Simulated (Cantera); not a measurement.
A freely propagating, adiabatic, planar premixed flame of H2 : O2 : N2 = 1 : 0.333 : 1.25 (molar parts), equivalence ratio 1.5, unburnt at 425 K and 10.0 bar; mixture-averaged transport, grid criteria slope 0.08 and curve 0.16, no radiation.

Computed with Cantera and the H2/O2 subset of GRI-Mech 3.0, which has no nitrogen chemistry. The hydrogen kinetics of GRI-Mech 3.0 are dated; newer H2 mechanisms differ, most at raised pressure. Burning velocities carry a grid error of a few per cent, more on coarse grids.

x: mole fraction of selected species; z is measured from the peak of heat release.

```json
[
 {"z (mm)": "-0.0632", "T (K)": "425", "u (m/s)": "4.56", "x H2": "0.387", "x O2": "0.129", "x OH": "<1e-8", "x H2O2": "<1e-8", "x H": "<1e-8", "x O": "<1e-8"},
 {"z (mm)": "-0.0421", "T (K)": "425", "u (m/s)": "4.56", "x H2": "0.387", "x O2": "0.129", "x OH": "<1e-8", "x H2O2": "<1e-8", "x H": "<1e-8", "x O": "<1e-8"},
 {"z (mm)": "-0.0316", "T (K)": "425", "u (m/s)": "4.56", "x H2": "0.387", "x O2": "0.129", "x OH": "<1e-8", "x H2O2": "2.04e-8", "x H": "<1e-8", "x O": "<1e-8"},
 {"z (mm)": "-0.0211", "T (K)": "429", "u (m/s)": "4.58", "x H2": "0.384", "x O2": "0.130", "x OH": "<1e-8", "x H2O2": "4.52e-7", "x H": "<1e-8", "x O": "1.17e-7"},
 {"z (mm)": "-0.0105", "T (K)": "528", "u (m/s)": "5.46", "x H2": "0.359", "x O2": "0.132", "x OH": "3.64e-5", "x H2O2": "4.97e-5", "x H": "1.36e-5", "x O": "8.71e-6"},
 {"z (mm)": "-0.00527", "T (K)": "[?]", "u (m/s)": "8.85", "x H2": "[?]", "x O2": "0.122", "x OH": "[?]", "x H2O2": "[?]", "x H": "[?]", "x O": "[?]"},
 {"z (mm)": "0", "T (K)": "[?]", "u (m/s)": "13.1", "x H2": "[?]", "x O2": "[?]", "x OH": "[?]", "x H2O2": "[?]", "x H": "[?]", "x O": "[?]"},
 {"z (mm)": "0.00527", "T (K)": "1680", "u (m/s)": "16.1", "x H2": "0.188", "x O2": "0.0502", "x OH": "0.00447", "x H2O2": "7.29e-6", "x H": "0.0257", "x O": "0.00259"},
 {"z (mm)": "0.0105", "T (K)": "1865", "u (m/s)": "17.8", "x H2": "0.154", "x O2": "0.0238", "x OH": "0.00632", "x H2O2": "3.72e-6", "x H": "0.0329", "x O": "0.00250"},
 {"z (mm)": "0.0211", "T (K)": "2034", "u (m/s)": "19.3", "x H2": "0.133", "x O2": "0.00569", "x OH": "0.00762", "x H2O2": "1.81e-6", "x H": "0.0327", "x O": "0.00167"},
 {"z (mm)": "0.0421", "T (K)": "2162", "u (m/s)": "20.4", "x H2": "0.132", "x O2": "0.00116", "x OH": "0.00681", "x H2O2": "8.45e-7", "x H": "0.0241", "x O": "0.000897"},
 {"z (mm)": "0.0843", "T (K)": "2255", "u (m/s)": "21.1", "x H2": "0.135", "x O2": "0.000406", "x OH": "0.00490", "x H2O2": "4.41e-7", "x H": "0.0152", "x O": "0.000381"},
 {"z (mm)": "0.169", "T (K)": "2316", "u (m/s)": "21.6", "x H2": "0.138", "x O2": "0.000143", "x OH": "0.00307", "x H2O2": "2.08e-7", "x H": "0.00878", "x O": "0.000134"}
]
```

Question: Complete the blanks.

Answer: 
- -0.00527, T (K): 891
- -0.00527, x H2: 0.311
- -0.00527, x OH: 0.00106
- -0.00527, x H2O2: 0.000167
- -0.00527, x H: 0.00200
- -0.00527, x O: 0.000228
- 0, T (K): 1354
- 0, x H2: 0.247
- 0, x O2: 0.0899
- 0, x OH: 0.00232
- 0, x H2O2: 6.61e-5
- 0, x H: 0.0124
- 0, x O: 0.00143
